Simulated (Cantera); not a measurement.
# Stirred combustor or abatement burner

A perfectly stirred reactor is fed with CH4 : O2 : N2 = 1 : 3.08 : 11.6 (molar parts), equivalence ratio 0.65, at 500000 Pa; it is adiabatic with a 375 K inlet, and is followed from long to short residence time, starting on the burning branch (τ in s: 0.056, 0.028, 0.014, 0.0072, 0.0036, 0.0018, 0.00092, 0.00046, 0.00023, 0.00012, 5.9e-05).

Cantera simulation using GRI-Mech 3.0 (53 species, 325 reactions); the numbers are that mechanism's predictions, not measurements.

```
τ (s)    T (K)     x CH4    x O2   x CH2O   x C2H4    x N2O     x NO
-------  -----  --------  ------  -------  -------  -------  -------
0.056     1811   9.41e-6  0.0688  9.70e-7  3.39e-9  5.74e-7  1.35e-5
0.028     1809   1.56e-5  0.0689  1.66e-6  8.29e-9  7.57e-7  1.09e-5
0.014     1807   2.53e-5  0.0689  2.77e-6  1.86e-8  1.01e-6  9.66e-6
0.0072    1803   3.99e-5  0.0691  4.51e-6  3.79e-8  1.30e-6  9.04e-6
0.0036    1798   6.41e-5  0.0693  7.46e-6  7.61e-8  1.60e-6  8.53e-6
0.0018    1789  0.000104  0.0697  1.24e-5  1.48e-7  1.80e-6  7.86e-6
0.00092   1776  0.000168  0.0704  2.04e-5  2.82e-7  1.83e-6  6.93e-6
0.00046   1754  0.000289  0.0716  3.49e-5  5.78e-7  1.69e-6  5.69e-6
0.00023   1715  0.000562  0.0742  6.52e-5  1.49e-6  1.38e-6  4.04e-6
0.00012    375    0.0638   0.196   <1e-12   <1e-12   <1e-12   <1e-12
5.9e-5     375    0.0638   0.196   <1e-12   <1e-12   <1e-12   <1e-12
```
x: mole fraction; the columns are a selection and need not sum to one.
